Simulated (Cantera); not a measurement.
A Cantera script and what it prints.

```python
import numpy as np
import cantera as ct

gas_names = """
    H HO2 H2 H2O H2O2 O OH O2 O3 P PH PH3 PO PO2 P2 P4 P4O10
""".split()
cond_names = """
    H2O(s) H2O(L) P(cr) P(L) P4O10(s)
""".split()


# ... load() reads the species with a 1 bar reference pressure and builds the phases ...
atoms = {
    'PH3': {'P': 1, 'H': 3},
    'H2': {'H': 2},
    'O2': {'O': 2},
}
top_T = {'P4O10(s)': 690}  # K; cautious upper limits of use, not melting points


# ... equilibrate(T, P, feed) seeds the gas with the atoms and calls Mixture.equilibrate('TP', solver="vcs", rtol=1e-11, max_steps=5000) ...
results = []
feed = {'PH3': 1, 'H2': 0.13, 'O2': 1.2}  # mol
P = 280  # Pa
for T in [2248, 2298, 2348, 2398, 2448, 2498, 2548, 2598, 2648]:
    mix = equilibrate(T, P, feed)
    results.append((T, P, feed, dict(zip(mix.species_names, mix.species_moles))))
    x = sorted(zip(gas.X, gas.species_names), reverse=True)
    print(f"T = {T:g} K  P = {P:g} Pa  gas = {mix.phase_moles(0):.4g} mol")
    print("   x: " + "  ".join(f"{s} {v:.3e}" for v, s in x if v > 1e-05))
    print("   condensed (mol): " + ("  ".join(f"{mix.phase(i).name} {mix.phase_moles(i):.4g}"
          for i in range(1, mix.n_phases) if mix.phase_moles(i) > 1e-12) or "none"))
```

Result:

```
T = 2248 K  P = 280 Pa  gas = 2.753 mol
   x: H2O 2.892e-01  H2 2.615e-01  PO2 2.037e-01  PO 1.593e-01  H 7.100e-02  OH 1.176e-02  O 2.203e-03  O2 1.023e-03  P 2.255e-04  P2 3.053e-05
   condensed (mol): none
T = 2298 K  P = 280 Pa  gas = 2.796 mol
   x: H2O 2.791e-01  H2 2.505e-01  PO2 1.980e-01  PO 1.594e-01  H 9.059e-02  OH 1.623e-02  O 4.007e-03  O2 1.865e-03  P 2.513e-04  P2 2.121e-05
   condensed (mol): none
T = 2348 K  P = 280 Pa  gas = 2.853 mol
   x: H2O 2.650e-01  H2 2.385e-01  PO2 1.908e-01  PO 1.595e-01  H 1.140e-01  OH 2.177e-02  O 7.035e-03  O2 3.250e-03  P 2.817e-04  P2 1.527e-05
   condensed (mol): none
T = 2398 K  P = 280 Pa  gas = 2.929 mol
   x: H2O 2.461e-01  H2 2.256e-01  PO2 1.814e-01  PO 1.597e-01  H 1.414e-01  OH 2.828e-02  O 1.188e-02  O2 5.362e-03  P 3.196e-04  P2 1.153e-05
   condensed (mol): none
T = 2448 K  P = 280 Pa  gas = 3.029 mol
   x: H2O 2.220e-01  H2 2.119e-01  H 1.732e-01  PO2 1.695e-01  PO 1.603e-01  OH 3.537e-02  O 1.919e-02  O2 8.289e-03  P 3.699e-04
   condensed (mol): none
T = 2498 K  P = 280 Pa  gas = 3.158 mol
   x: H 2.091e-01  H2 1.972e-01  H2O 1.932e-01  PO 1.614e-01  PO2 1.548e-01  OH 4.237e-02  O 2.958e-02  O2 1.190e-02  P 4.394e-04
   condensed (mol): none
T = 2548 K  P = 280 Pa  gas = 3.32 mol
   x: H 2.488e-01  H2 1.812e-01  PO 1.629e-01  H2O 1.612e-01  PO2 1.378e-01  OH 4.841e-02  O 4.338e-02  O2 1.577e-02  P 5.371e-04
   condensed (mol): none
T = 2598 K  P = 280 Pa  gas = 3.515 mol
   x: H 2.911e-01  PO 1.647e-01  H2 1.637e-01  H2O 1.281e-01  PO2 1.191e-01  O 6.055e-02  OH 5.260e-02  O2 1.930e-02  P 6.760e-04
   condensed (mol): none
T = 2648 K  P = 280 Pa  gas = 3.74 mol
   x: H 3.344e-01  PO 1.665e-01  H2 1.448e-01  PO2 1.000e-01  H2O 9.670e-02  O 8.057e-02  OH 5.430e-02  O2 2.182e-02  P 8.743e-04
   condensed (mol): none
```

Method: chemical equilibrium by Gibbs-energy minimisation in Cantera with the NASA 1993 tables (ideal gas, pure condensed phases). Gases not in the tables: HPO2, HPO3 and P4O6.
